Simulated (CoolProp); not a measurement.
The numbers come from the reference Helmholtz-energy equation of state, Lemmon 2004 in CoolProp. It is a short technical equation, of lower accuracy than the large ones.

### Question
For n-dodecane, give the phase and the density (kg/m³), cp (kJ/(kg K)), isothermal compressibility (1/MPa), Prandtl number at 602.3 K and 1.5 MPa.

### Answer
- 602.3 K and 1.5 MPa: liquid; density 468, cp 3.50, isothermal compressibility 0.0268, Prandtl number 3.67

Viscosity comes from a separate model (Huber 2004). Thermal conductivity comes from a separate model (Huber 2004).
